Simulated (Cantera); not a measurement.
A freely propagating, adiabatic, planar premixed flame of CH₄ : O₂ : N₂ = 1 : 1.33 : 3.73 (molar parts), unburnt at 475 K and 100000 Pa; mixture-averaged transport, grid criteria slope 0.08 and curve 0.16, no radiation.

Model: GRI-Mech 3.0 (53 species, 325 reactions), integrated in Cantera. Burning velocities carry a grid error of a few per cent, more on coarse grids.

### Question
What does this change do: inlet temperature 475 to 375 K?

### Answer
```csv
quantity,before,after
laminar burning velocity,58.2 cm/s,36.1 cm/s
thermal thickness,0.497 mm,0.593 mm
peak x(C₂H₄),0.00257,0.00257
peak x(C₂H₆),0.00224,0.00210
```

### Question
What does this change do: 0.091 parts CO2 added?

### Answer
| quantity | before | after |
|---|---|---|
| laminar burning velocity | 58.2 cm/s | 52.4 cm/s |
| thermal thickness | 0.497 mm | 0.534 mm |
| peak x(C₂H₄) | 0.00257 | 0.00255 |
| peak x(C₂H₆) | 0.00224 | 0.00215 |
